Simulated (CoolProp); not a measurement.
Properties of cyclopentane at several states (Tc = 238.6 °C, pc = 45.83 bar, ω = 0.202).

Computed with CoolProp (reference Helmholtz-energy equation of state, Gedanitz 2015).

| T (°C) | p (bar) | phase | density (kg/m³) |
|---|---|---|---|
| -85.15 | 7.86 | liquid | 842.3 |
| -78.85 | 6.99 | liquid | 836.7 |
| 33.05 | 189 | liquid | 750.0 |
| 217.35 | 6.94 | gas | 12.75 |
| 2.65 | 16.8 | liquid | 763.5 |
| 211.25 | 18.6 | gas | 40.47 |
